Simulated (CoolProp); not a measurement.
Model: reference Helmholtz-energy equation of state, Thol 2016, in CoolProp.

For hexamethyldisiloxane (MM), give the phase and the density (kg/m³), cv (kJ/(kg K)), isothermal compressibility (1/MPa), expansivity (1/kK) at 473.7 K and 1.6 MPa; 532.2 K and 1.6 MPa; 620 K and 1.6 MPa.


- 473.7 K and 1.6 MPa: liquid; density 533, cv 1.98, isothermal compressibility 0.0263, expansivity 3.92
- 532.2 K and 1.6 MPa: gas; density 88.9, cv 2.09, isothermal compressibility 1.06, expansivity 7.74
- 620 K and 1.6 MPa: gas; density 59.8, cv 2.24, isothermal compressibility 0.739, expansivity 3.02
